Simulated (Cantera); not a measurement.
A closed system holds: 1 mol CH3SiH3, 5 mol H2, equilibrated at 2202 °C and 1.00 bar.

Cantera equilibrium calculation (NASA polynomials, part measured and part estimated; ideal gas, pure solids and liquids). Candidate condensed phases: C, C6H6, C7H8, C8H18, Si, SiC; 87 gas species. The feed counts by its element totals alone. Gases not in the tables: Si2H6 and higher silanes. Kinetics and transport are ignored.

Base state: H2 0.972, H 0.0222, Si 0.00211, C2H2 (acetylene) 0.00167, SiH 0.000572, SiH2 0.000488, Si2C 0.000283, SiC2 8.98e-5 (mole fractions); condensed: SiC(s).

Question: What changes in the equilibrium state with this change: temperature from 2202 °C to 1050 °C?

Answer: 
```csv
species,before,after
H2,0.972,1.000
CH4,6.20e-5,2.26e-5
H,0.0222,1.59e-6
Si,0.00211,<1e-9
SiH2,0.000488,1.13e-7
C2H2 (acetylene),0.00167,<1e-9
SiH,0.000572,<1e-9
Si2C,0.000283,<1e-9
"SiC(s), mol",0.968,1.000
"Si(s), mol",0,0.000174
```
Mutual solubility and eutectic melting of coexisting phases are not modelled.
